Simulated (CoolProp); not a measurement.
Vapour-liquid equilibrium of acetone (1) + p-xylene (2) at 152.15 °C; x and y are mole fractions of (1).

The numbers come from the multi-fluid Helmholtz-energy mixture model, Lemmon 2006 and Zhou 2012; pair parameters Bell 2016 in CoolProp.

```csv
x,"bubble pressure, mixture model (MPa)","bubble pressure, Raoult's law (MPa)","y, mixture model","y, Raoult's law"
0.05,0.2210,0.1970,0.357,0.302
0.15,0.3540,0.3016,0.617,0.592
0.25,0.4675,0.4063,0.726,0.733
0.35,0.5680,0.5110,0.790,0.816
0.45,0.6607,0.6156,0.835,0.871
0.55,0.7501,0.7203,0.870,0.910
0.65,0.8394,0.8250,0.901,0.939
0.75,0.9318,0.9297,0.929,0.961
0.85,1.030,1.034,0.957,0.979
0.95,1.135,1.139,0.986,0.994
```

The largest gap from Raoult's law is +17.4 % in bubble pressure, at x = 0.15. No azeotrope shows between x = 0.05 and 0.95.

Pair parameters are fitted to limited data, so mixtures are less certain than the pure fluids. The gap from Raoult's law changes sign with composition, which may be real or a fault of the pair parameters; it wasn't checked against measurements.
